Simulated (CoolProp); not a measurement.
Model: reference Helmholtz-energy equation of state, Span 1996, in CoolProp.

Task: For carbon dioxide, give the phase and the cv (kJ/(kg K)), speed of sound (m/s), Joule-Thomson coefficient (K/MPa) at 287.8 K and 0.0583 MPa; 287.8 K and 0.133 MPa.

Result: 
- 287.8 K and 0.0583 MPa: gas; cv 0.646, speed of sound 265, Joule-Thomson coefficient 12.0
- 287.8 K and 0.133 MPa: gas; cv 0.648, speed of sound 264, Joule-Thomson coefficient 12.0
